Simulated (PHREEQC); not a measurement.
Solution (25 °C): 0.001 mol HF, 0.028 mol NaF and 0.00015 mol HCl per kg of water. Closed to the air; pH follows from the charge balance.

Model: ion-association model, phreeqc.dat, run in PHREEQC.

Each row changes one thing in this solution. This is a speciation only: nothing precipitates in the calculation.

```json
[
 {"case": "as made", "pH": "4.54", "ionic strength (mol/kgw)": "0.0277", "F- (mol/kgw)": "0.0275", "HF (mol/kgw)": "0.00101", "NaF (mol/kgw)": "0.000316", "HF2- (mol/kgw)": "0.000107", "SI of Halite (NaCl)": "-7.09"},
 {"case": "HF from 0.001 to 0.01 mol/kgw", "pH": "3.58", "ionic strength (mol/kgw)": "0.0280", "F- (mol/kgw)": "0.0269", "HF (mol/kgw)": "0.00893", "NaF (mol/kgw)": "0.000309", "HF2- (mol/kgw)": "0.000922", "SI of Halite (NaCl)": "-7.09"},
 {"case": "HF from 0.001 to 0.0002 mol/kgw", "pH": "5.05", "ionic strength (mol/kgw)": "0.0277", "F- (mol/kgw)": "0.0275", "HF (mol/kgw)": "0.000307", "NaF (mol/kgw)": "0.000317", "HF2- (mol/kgw)": "3.25e-5", "SI of Halite (NaCl)": "-7.09"},
 {"case": "0.00037 mol/kgw CO2 added", "pH": "4.53", "ionic strength (mol/kgw)": "0.0277", "F- (mol/kgw)": "0.0274", "HF (mol/kgw)": "0.00102", "NaF (mol/kgw)": "0.000316", "HF2- (mol/kgw)": "0.000107", "SI of Halite (NaCl)": "-7.09"},
 {"case": "diluted 5-fold with water", "pH": "4.59", "ionic strength (mol/kgw)": "0.00561", "F- (mol/kgw)": "0.00558", "HF (mol/kgw)": "0.000198", "NaF (mol/kgw)": "1.53e-5", "HF2- (mol/kgw)": "4.24e-6", "SI of Halite (NaCl)": "-8.42"},
 {"case": "HF replaced by KF at the same molality", "pH": "5.44", "ionic strength (mol/kgw)": "0.0287", "F- (mol/kgw)": "0.0285", "HF (mol/kgw)": "0.000131", "NaF (mol/kgw)": "0.000327", "HF2- (mol/kgw)": "1.44e-5", "SI of Halite (NaCl)": "-7.09"},
 {"case": "temperature from 25 to 80 °C", "pH": "5.00", "ionic strength (mol/kgw)": "0.0277", "F- (mol/kgw)": "0.0274", "HF (mol/kgw)": "0.00102", "NaF (mol/kgw)": "0.000304", "HF2- (mol/kgw)": "0.000120", "SI of Halite (NaCl)": "-7.14"},
 {"case": "0.011 mol/kgw (NH4)2SO4 added", "pH": "4.52", "ionic strength (mol/kgw)": "0.0575", "F- (mol/kgw)": "0.0275", "HF (mol/kgw)": "0.000994", "NaF (mol/kgw)": "0.000278", "HF2- (mol/kgw)": "0.000105", "SI of Halite (NaCl)": "-7.14"}
]
```

Species that the database lacks are ignored. At this temperature some constants are extrapolated from 25 °C, and those without enthalpy data are left unchanged.
